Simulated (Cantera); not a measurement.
Mixture: H2 : O2 : N2 = 1 : 0.714 : 4.14 (molar parts), equivalence ratio 0.70, at 1.00 bar, adiabatic and at constant pressure. Ignition delay is the time to a rise of 400 K.

Detailed kinetics in Cantera: GRI-Mech 3.0 (53 species, 325 reactions). Where the delays flatten at high temperature, the 400 K rule measures the pace of heat release, not the induction time.

Problem. What does this change do: pressure from 1.00 bar to 0.360 bar?

Solution. 
| quantity | before | after |
|---|---|---|
| delay at 1050 K | 0.193 ms | 0.449 ms |
| delay at 1200 K | 68.7 µs | 0.227 ms |
| delay at 1350 K | 42.0 µs | 0.180 ms |
| delay at 1500 K | 35.0 µs | 0.187 ms |
| delay at 1650 K | 35.6 µs | 0.222 ms |
